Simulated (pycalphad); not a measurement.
An equivalent pycalphad script:

```python
from pycalphad import Database, equilibrium, calculate, variables as v
import numpy as np
db = Database('COST507.tdb')
comps = ['AL', 'SI', 'C', 'VA']
phases = ['AL4C3', 'AL4SIC4', 'AL8SIC7', 'CSI', 'DIAMOND_A4', 'FCC_A1', 'GRAPHITE', 'LIQUID']
eq = equilibrium(db, comps, phases, {v.X('SI'): 0.0016, v.X('C'): 0.0113, v.T: np.arange(1850, 499, -50), v.P: 101325, v.N: 1}, output=['HM', 'SM'])
```

All values are pycalphad results on the COST 507 light-alloy database (1999) (1 atm), not direct measurements. These are 1990s assessments: newer ones move some temperatures and phases. Amounts are mole fractions of atoms. Diffusion is slow at the low end, where real alloys seldom reach equilibrium.

Results at three of the temperatures:

```
T = 1600.00 K, P = 101325 Pa, N = 1 mol of atoms
G = -91545 J/mol, H = 48819 J/mol, S = 87.73 J/(mol K)  (SER reference)
chemical potentials (J/mol): Al -91704, Si -157990, C -68245
phase             fraction      x(Al)      x(Si)       x(C)
LIQUID              0.9746     0.9979     0.0016   0.000426
AL4C3               0.0254     0.5714   6.89e-05     0.4286
```

```
T = 1500.00 K, P = 101325 Pa, N = 1 mol of atoms
G = -82876 J/mol, H = 45585 J/mol, S = 85.64 J/(mol K)  (SER reference)
chemical potentials (J/mol): Al -82945, Si -143748, C -68223
phase             fraction      x(Al)      x(Si)       x(C)
LIQUID              0.9739     0.9982     0.0016   0.000121
AL4C3               0.0261     0.5714   6.49e-05     0.4286
```

```
T = 1450.00 K, P = 101325 Pa, N = 1 mol of atoms
G = -78621 J/mol, H = 43990 J/mol, S = 84.56 J/(mol K)  (SER reference)
chemical potentials (J/mol): Al -78645, Si -136694, C -68258
phase             fraction      x(Al)      x(Si)       x(C)
LIQUID              0.9738     0.9983     0.0016   6.08e-05
AL4C3               0.0262     0.5714   6.29e-05     0.4286
```

Changes of the phase set, refined by bisection:

| T (K) | phases above | phases below |
|---|---|---|
| 932.5 | AL4C3 + LIQUID | AL4C3 + FCC_A1 + LIQUID |
| 927.8 | AL4C3 + FCC_A1 + LIQUID | AL4C3 + AL8SIC7 + FCC_A1 |

Database names, with the compositions (at.%) that they take in these runs: AL4C3: Al 57 C 43; AL8SIC7: Al 50 C 44 Si 6. FCC_A1 is fcc.
